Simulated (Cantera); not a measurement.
A perfectly stirred reactor is fed with NO : N2 = 1 : 0.84 (molar parts), at 1.40 bar; it is held at 1900 K, and followed from long to short residence time.

Detailed kinetics in Cantera: GRI-Mech 3.0 (53 species, 325 reactions).

| quantity | before | after |
|---|---|---|
| x(NO) at τ = 27.0 s | 0.0602 | 0.324 |
| x(O) at τ = 27.0 s | 0.000125 | 0.000908 |
| x(O2) at τ = 27.0 s | 0.241 | 0.109 |
| x(NO2) at τ = 27.0 s | 0.000157 | 5.38e-5 |
| x(N2O) at τ = 27.0 s | 1.89e-6 | 2.77e-5 |
| x(NO) at τ = 0.230 s | 0.457 | 0.542 |
| x(O) at τ = 0.230 s | 5.73e-5 | 0.000250 |
| x(O2) at τ = 0.230 s | 0.0429 | 0.000661 |
| x(NO2) at τ = 0.230 s | 0.000531 | 1.43e-5 |
| x(N2O) at τ = 0.230 s | 9.28e-5 | 8.90e-5 |

Which change was made?
A) temperature 1900 to 2100 K
B) NO 1 to 0.4 parts
C) temperature 1900 to 1700 K
D) pressure from 1.40 bar to 10.00 Torr

D, pressure from 1.40 bar to 10.00 Torr
